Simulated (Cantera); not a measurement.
A jet of 1.50 % CH4, 7.49 % O2, 91.0 % N2, equivalence ratio 0.40 at 300 K and 0.0230 bar hits a platinum plate 2.2 cm away at a mass flux of 0.16 kg/m²/s; the plate temperature is set and raised in steps from an oxygen-covered start.

Computed with Cantera and Deutschmann's 1995 Pt surface mechanism with GRI-Mech 3.0 gas chemistry. Catalytic surfaces can have several steady states; this one follows from the mechanism file's or the stated starting coverage.

x: mole fraction at the wall; θ: surface coverage.

| plate T (K) | wall x CH4 | wall x O2 | wall x H2O | wall x OH | wall x CO | wall x CO2 | θ free Pt | θ O* |
|---|---|---|---|---|---|---|---|---|
| 850 | 0.0140 | 0.0728 | 0.00182 | <1e-8 | 4.53e-6 | 0.00119 | 0.222 | 0.778 |
| 900 | 0.0132 | 0.0712 | 0.00326 | [?] | 6.24e-6 | 0.00213 | 0.298 | 0.702 |
| 950 | 0.0123 | 0.0692 | 0.00499 | [?] | 8.20e-6 | 0.00326 | 0.375 | 0.624 |
| 1000 | 0.0113 | 0.0671 | 0.00682 | [?] | 1.04e-5 | 0.00447 | 0.453 | 0.547 |
| 1050 | 0.0103 | 0.0651 | 0.00860 | [?] | 1.31e-5 | 0.00563 | 0.527 | 0.472 |
| 1100 | 0.00947 | 0.0632 | 0.0102 | [?] | 1.63e-5 | 0.00668 | 0.598 | 0.402 |

Task: Some entries are withheld; supply them.

Result: 
- 900, wall x OH: 1.85e-8
- 950, wall x OH: 6.29e-8
- 1000, wall x OH: 1.82e-7
- 1050, wall x OH: 4.63e-7
- 1100, wall x OH: 1.05e-6
